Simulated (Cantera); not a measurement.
Input (Python, Cantera) and output of one run.

```python
import numpy as np
import cantera as ct

gas_names = """
    Fe H H2 H2S S SH S2 S8
""".split()
cond_names = """
    Fe(a) Fe(c) Fe(d) Fe(L) FeS(a) FeS(b) FeS(c) FeS(L) FeS2(s) S(cr1) S(cr2) S(L)
""".split()


def load(file, names, dense=False):
    # The tables refer to 1 bar. Condensed volumes are neglected.
    table = {s.name: s for s in ct.Species.list_from_file(file)}
    out = []
    for n in names:
        d = dict(table[n].input_data)
        d["thermo"] = dict(d["thermo"], **{"reference-pressure": 1e5})
        if dense:
            d["equation-of-state"] = {"model": "constant-volume", "density": "1e6 g/cm^3"}
        out.append(ct.Species.from_dict(d))
    return out


gas = ct.Solution(thermo="ideal-gas", species=load("nasa_gas.yaml", gas_names))
cond = {s.name: ct.Solution(thermo="fixed-stoichiometry", species=[s], name=s.name)
        for s in load("nasa_condensed.yaml", cond_names, dense=True)}
atoms = {
    'FeS': {'Fe': 1, 'S': 1},
    'H2': {'H': 2},
}
top_T = {'FeS2(s)': 1010}  # K; cautious upper limits of use, not melting points


def equilibrate(T, P, feed):
    n = {}
    for name, mol in feed.items():
        for a, k in atoms[name].items():
            n[a] = n.get(a, 0.0) + k * mol
    gas.TPX = T, P, n
    mass = sum(n.values()) * gas.mean_molecular_weight
    gas.equilibrate("TP")
    valid = [c for c in cond.values() if c.min_temp <= T <= top_T.get(c.name, c.max_temp)]
    mix = ct.Mixture([(gas, mass / gas.mean_molecular_weight)] + [(c, 0.0) for c in valid])
    mix.T, mix.P = T, P
    mix.equilibrate("TP", solver="vcs", rtol=1e-11, max_steps=5000)
    return mix


results = []
feed = {'FeS': 1, 'H2': 1400}  # mol
T = 1900  # K
P = 100000  # Pa
mix = equilibrate(T, P, feed)
results.append((T, P, feed, dict(zip(mix.species_names, mix.species_moles))))
print(gas.report(threshold=1e-05))
for i in range(1, mix.n_phases):
    print(f"{mix.phase(i).name:16s} {mix.phase_moles(i):12.5e} mol")
```

Output:

```
       temperature   1900 K
          pressure   1e+05 Pa
           density   0.012939 kg/m^3
  mean mol. weight   2.044 kg/kmol
   phase of matter   gas

                          1 kg             1 kmol
                     ---------------   ---------------
          enthalpy        2.4362e+07        4.9798e+07  J
   internal energy        1.6634e+07           3.4e+07  J
           entropy             91426        1.8688e+05  J/K
    Gibbs function       -1.4935e+08       -3.0527e+08  J
 heat capacity c_p             16563             33855  J/K
 heat capacity c_v             12495             25541  J/K

                      mass frac. Y      mole frac. X     chem. pot. / RT
                     ---------------   ---------------   ---------------
                Fe         0.0030443        0.00011143            -7.448
                 H        0.00039102        0.00079291           -9.6599
                H2           0.98469           0.99838            -19.32
               H2S          0.011059        0.00066337           -38.214
                SH        0.00077266        4.7761e-05           -28.554
     [   +3 minor]        4.3543e-05        2.0625e-06

Fe(L)             8.43918e-01 mol
FeS(L)            0.00000e+00 mol
S(L)              0.00000e+00 mol
```

These are equilibrium values from Cantera (NASA tables, ideal gas, pure condensed phases), not measurements of a reactor.
